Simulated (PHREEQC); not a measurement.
Make-up at 20 °C: 0.0029 mol/kgw HF, 0.0094 mol/kgw NH4F, 8e-05 mol/kgw H4SiO4 and 0.00011 mol/kgw H2SO4. Closed to the air; pH follows from the charge balance.

The numbers come from PHREEQC with the ion-association model, phreeqc.dat.

No solid was allowed to form.

**Question.** What pH, specific conductance does the model give?

**Answer.** pH 3.66; specific conductance 1080 µS/cm.

**Question.** In which forms is F present?

**Answer.** F- 75 %, HF 20 %, SiF6-2 3.9 %, HF2- 1.4 % of the F.

SiF6-2 is the database's only silicon fluoride.
